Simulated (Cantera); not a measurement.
Charge: 1 mol Fe(CO)5, 0.035 mol H2, 5.3 mol N2, held at 1448.15 K and 0.00560 bar.

These are equilibrium values from Cantera (NASA tables, ideal gas, pure condensed phases), not measurements of a reactor. Candidate condensed phases: C, C6H6, C7H8, C8H18, Fe, Fe(CO)5, FeO, Fe(OH)2, Fe(OH)3, Fe2O3, Fe3O4, H2O; 140 gas species. Rates play no part.

Base state: N2 0.513, CO 0.484, H2 0.00338 (mole fractions); condensed: Fe(γ).

Q: What changes in the equilibrium state with this change: temperature from 1448.15 K to 823.15 K?

A: 
```json
[
 {"species": "N2", "before": "0.513", "after": "0.536"},
 {"species": "CO", "before": "0.484", "after": "0.414"},
 {"species": "CO2", "before": "6.49e-6", "after": "0.0458"},
 {"species": "H2O", "before": "1.07e-7", "after": "0.000105"},
 {"species": "H2", "before": "0.00338", "after": "0.00344"},
 {"species": "Fe(γ), mol", "before": "1.000", "after": "0"},
 {"species": "C(graphite), mol", "before": "0", "after": "0.454"},
 {"species": "Fe(α), mol", "before": "0", "after": "1.00"}
]
```
Condensed phases not in the tables: cementite and carbon dissolved in iron.

Q: What changes in the equilibrium state with this change: Fe(CO)5 replaced by Pb?

A: 
| species | before | after |
|---|---|---|
| N2 | 0.513 | 0.837 |
| Pb | 0 | 0.158 |
| H2 | 0.00338 | 0.00552 |
| CO | 0.484 | 0 |
| Fe(γ), mol | 1.000 | 0 |
Further candidate phases: Pb.
